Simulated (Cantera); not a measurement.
## Adiabatic ignition

An adiabatic, constant-volume homogeneous reactor starts with 6.75 % CH4, 3.17 % H2, 18.8 % O2, 70.9 % N2, 0.391 % C2H6, equivalence ratio 0.87, at 1750 K and 1200 Torr.

Computed with Cantera and GRI-Mech 3.0 (53 species, 325 reactions).

| t (s) | T (K) | P (bar) | x CH4 | x H2 | x O2 | x O | x HCO |
|---|---|---|---|---|---|---|---|
| 2.00e-6 | 1748 | 1.60 | 0.0674 | 0.0317 | 0.188 | 3.92e-6 | 3.96e-9 |
| 8.89e-6 | 1748 | 1.60 | 0.0653 | 0.0317 | 0.187 | 3.23e-5 | 1.24e-6 |
| 3.95e-5 | 2899 | 2.77 | <1e-12 | 0.0200 | 0.0399 | 0.0157 | 1.11e-7 |
| 0.000175 | 2988 | 2.84 | <1e-12 | 0.0182 | 0.0353 | 0.0122 | 9.85e-8 |
| 0.000780 | 2979 | 2.82 | <1e-12 | 0.0185 | 0.0324 | 0.0113 | 9.75e-8 |
| 0.00346 | 2978 | 2.82 | <1e-12 | 0.0185 | 0.0323 | 0.0113 | 9.75e-8 |
| 0.0154 | 2978 | 2.82 | <1e-12 | 0.0185 | 0.0323 | 0.0113 | 9.75e-8 |
| 0.0684 | 2978 | 2.82 | <1e-12 | 0.0185 | 0.0323 | 0.0113 | 9.75e-8 |
| 0.304 | 2978 | 2.82 | <1e-12 | 0.0185 | 0.0323 | 0.0113 | 9.75e-8 |
| 1.35 | 2978 | 2.82 | <1e-12 | 0.0185 | 0.0323 | 0.0113 | 9.75e-8 |
| 6.00 | 2978 | 2.82 | <1e-12 | 0.0185 | 0.0323 | 0.0113 | 9.75e-8 |
x: mole fraction; the columns are a selection and need not sum to one.

```json
{
  "time_of_steepest_temperature_rise": "23.6 µs",
  "temperature at 6.00 s": "2978 K",
  "equilibrium_temperature": "2978 K",
  "x(CH4) at 6.00 s": "<1e-12 (gas-phase equilibrium <1e-12)",
  "x(H2) at 6.00 s": "0.0185 (gas-phase equilibrium 0.0185)",
  "x(O2) at 6.00 s": "0.0323 (gas-phase equilibrium 0.0323)"
}
```
